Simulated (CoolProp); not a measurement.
Vapour-liquid equilibrium of toluene (1) + m-xylene (2) at 0.525 MPa; x and y are mole fractions of (1).

Model: multi-fluid Helmholtz-energy mixture model, Lemmon 2006 and Zhou 2012; pair parameters Bell 2016, in CoolProp.

Question: Give the bubble temperature and the first vapour's composition at x = 0.2, 0.5, 0.65. Is there an azeotrope?

Answer: x = 0.2: 477.9 K, y = 0.301; x = 0.5: 467.0 K, y = 0.634; x = 0.65: 462.4 K, y = 0.760. No azeotrope shows between x = 0.05 and 0.95.

Pair parameters are fitted to limited data, so mixtures are less certain than the pure fluids.
